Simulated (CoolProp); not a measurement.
Properties of R124 along the isotherm 470 K.

Model: reference Helmholtz-energy equation of state, de Vries 1995, in CoolProp.

| p (MPa) | phase | density (kg/m³) | cv (kJ/(kg K)) | viscosity (µPa s) | fugacity coefficient |
|---|---|---|---|---|---|
| 0.0287 | gas | 1.004 | 0.8887 | 20.1 | 0.9985 |
| 0.051 | gas | 1.786 | 0.8890 | 20.1 | 0.9973 |
| 0.0906 | gas | 3.179 | 0.8893 | 20.1 | 0.9953 |
| 0.161 | gas | 5.671 | 0.8900 | 20.1 | 0.9916 |
| 0.287 | gas | 10.18 | 0.8912 | 20.1 | 0.9851 |
| 0.51 | gas | 18.30 | 0.8934 | 20.2 | 0.9736 |
| 0.906 | gas | 33.24 | 0.8974 | 20.2 | 0.9534 |
| 1.61 | gas | 61.54 | 0.9048 | 20.4 | 0.9183 |
| 2.87 | gas | 118.9 | 0.9193 | 21.0 | 0.8576 |
| 5.1 | supercritical | 250.3 | 0.9463 | 24.2 | 0.7573 |
| 9.06 | supercritical | 569.5 | 0.9644 | 43.4 | 0.6101 |

Viscosity comes from a separate model (Bell 2016), an estimate that may be off by 10 % or more.
